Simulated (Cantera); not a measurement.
Catalytic combustion on Pt

An isothermal plug-flow reactor at 1225 K and 0.220 bar (inlet), inlet velocity 0.82 m/s, active area per volume 120 1/m; feed 0.397 % CH4, 4.46 % O2, 95.1 % N2.

Cantera simulation using Deutschmann's 1995 Pt surface mechanism with GRI-Mech 3.0 gas chemistry; the numbers are that mechanism's predictions, not measurements. Catalytic surfaces can have several steady states; this one follows from the mechanism file's or the stated starting coverage. Mass transfer to the wall is taken as infinitely fast.

```json
[
 {"z (m)": "4.2e-05", "x CH4": "0.00395", "x O2": "0.0445", "x H2O": "5.11e-5", "x CO2": "2.09e-5", "x CO": "4.70e-6", "θ free Pt": "0.616", "θ O*": "0.383"},
 {"z (m)": "7e-05", "x CH4": "0.00393", "x O2": "0.0445", "x H2O": "8.51e-5", "x CO2": "3.61e-5", "x CO": "6.39e-6", "θ free Pt": "0.617", "θ O*": "0.383"},
 {"z (m)": "0.00012", "x CH4": "0.00390", "x O2": "0.0444", "x H2O": "0.000145", "x CO2": "6.47e-5", "x CO": "7.94e-6", "θ free Pt": "0.617", "θ O*": "0.383"},
 {"z (m)": "0.0002", "x CH4": "0.00385", "x O2": "0.0443", "x H2O": "0.000241", "x CO2": "0.000112", "x CO": "8.72e-6", "θ free Pt": "0.617", "θ O*": "0.383"},
 {"z (m)": "0.00033", "x CH4": "0.00378", "x O2": "0.0442", "x H2O": "0.000394", "x CO2": "0.000188", "x CO": "8.82e-6", "θ free Pt": "0.617", "θ O*": "0.383"},
 {"z (m)": "0.00054", "x CH4": "0.00365", "x O2": "0.0439", "x H2O": "0.000635", "x CO2": "0.000308", "x CO": "8.57e-6", "θ free Pt": "0.617", "θ O*": "0.383"},
 {"z (m)": "0.00091", "x CH4": "0.00345", "x O2": "0.0435", "x H2O": "0.00104", "x CO2": "0.000511", "x CO": "8.10e-6", "θ free Pt": "0.618", "θ O*": "0.382"},
 {"z (m)": "0.0015", "x CH4": "0.00314", "x O2": "0.0429", "x H2O": "0.00165", "x CO2": "0.000812", "x CO": "7.41e-6", "θ free Pt": "0.618", "θ O*": "0.381"},
 {"z (m)": "0.0025", "x CH4": "0.00268", "x O2": "0.0420", "x H2O": "0.00255", "x CO2": "0.00126", "x CO": "6.36e-6", "θ free Pt": "0.619", "θ O*": "0.380"},
 {"z (m)": "0.0042", "x CH4": "0.00204", "x O2": "0.0408", "x H2O": "0.00381", "x CO2": "0.00189", "x CO": "4.90e-6", "θ free Pt": "0.621", "θ O*": "0.379"}
]
```
x: gas mole fraction; θ: surface coverage.
